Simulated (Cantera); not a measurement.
Cantera run, input and output.

```python
import numpy as np
import cantera as ct

gas = ct.Solution("gri30.yaml")
gas.TPX = 1173, 1000000, {'CO': 1, 'H2': 0.08, 'CH4': 0.56, 'O2': 2.48, 'N2': 9.32}
reactor = ct.IdealGasReactor(gas, energy="on", clone=False)
net = ct.ReactorNet([reactor])
net.rtol, net.atol = 1e-08, 1e-16
show = ['CO', 'H2', 'CH4', 'NO2', 'H2O', 'O', 'O2']
times = np.geomspace(2e-06, 0.4, 10)

steps = ct.SolutionArray(gas, extra=["t"])
rows = []
print(f"{'t/s':>10s}{'T/K':>9s}{'P/Pa':>11s}" + "".join(f"{s:>11s}" for s in show))
for t in times:
    while net.time < t:
        t_next = net.step()
        steps.append(gas.state, t=t_next)
    rows.append([np.interp(t, steps.t, y) for y in (steps.T, steps.P, *steps(*show).X.T)])
    print(f"{t:10.3e}{rows[-1][0]:9.1f}{rows[-1][1]:11.4g}" + "".join(f"{x:11.3e}" for x in rows[-1][2:]))
rate = np.gradient(steps.T, steps.t)
print("integrator steps:", len(steps.t))
if steps.T.max() > steps.T[0] + 200:
    print(f"time of steepest temperature rise: {steps.t[rate.argmax()]:.4e} s")
gas.TPX = 1173, 1000000, {'CO': 1, 'H2': 0.08, 'CH4': 0.56, 'O2': 2.48, 'N2': 9.32}
gas.equilibrate("UV")
print(f"equilibrium (UV): T = {gas.T:.1f} K  " + "  ".join(f"{s} {gas[s].X[0]:.3e}" for s in show))
```

Output:

```
       t/s      T/K       P/Pa         CO         H2        CH4        NO2        H2O          O         O2
 2.000e-06   1173.0      1e+06  7.440e-02  5.952e-03  4.167e-02  3.082e-25  7.862e-09  1.054e-09  1.845e-01
 7.763e-06   1173.0      1e+06  7.440e-02  5.952e-03  4.167e-02  2.380e-23  4.260e-08  1.169e-09  1.845e-01
 3.013e-05   1173.0      1e+06  7.440e-02  5.952e-03  4.167e-02  2.104e-21  3.057e-07  1.710e-09  1.845e-01
 1.170e-04   1173.1      1e+06  7.440e-02  5.950e-03  4.166e-02  6.946e-19  4.663e-06  5.982e-09  1.845e-01
 4.540e-04   1175.4  1.002e+06  7.432e-02  5.895e-03  4.151e-02  3.174e-15  1.759e-04  3.990e-08  1.844e-01
 1.762e-03   2776.2  2.297e+06  1.238e-02  1.427e-03  2.136e-16  1.393e-05  8.535e-02  2.588e-03  6.224e-02
 6.840e-03   2758.5  2.281e+06  1.201e-02  1.394e-03  1.982e-16  3.003e-05  8.574e-02  2.325e-03  5.759e-02
 2.655e-02   2758.5  2.281e+06  1.201e-02  1.394e-03  1.982e-16  3.003e-05  8.574e-02  2.325e-03  5.759e-02
 1.031e-01   2758.5  2.281e+06  1.201e-02  1.394e-03  1.982e-16  3.003e-05  8.574e-02  2.325e-03  5.759e-02
 4.000e-01   2758.5  2.281e+06  1.201e-02  1.394e-03  1.982e-16  3.003e-05  8.574e-02  2.325e-03  5.759e-02
integrator steps: 2277
time of steepest temperature rise: 1.6001e-03 s
equilibrium (UV): T = 2758.5 K  CO 1.201e-02  H2 1.394e-03  CH4 2.742e-16  NO2 3.003e-05  H2O 8.574e-02  O 2.325e-03  O2 5.759e-02
```

Computed with Cantera and GRI-Mech 3.0 (53 species, 325 reactions).
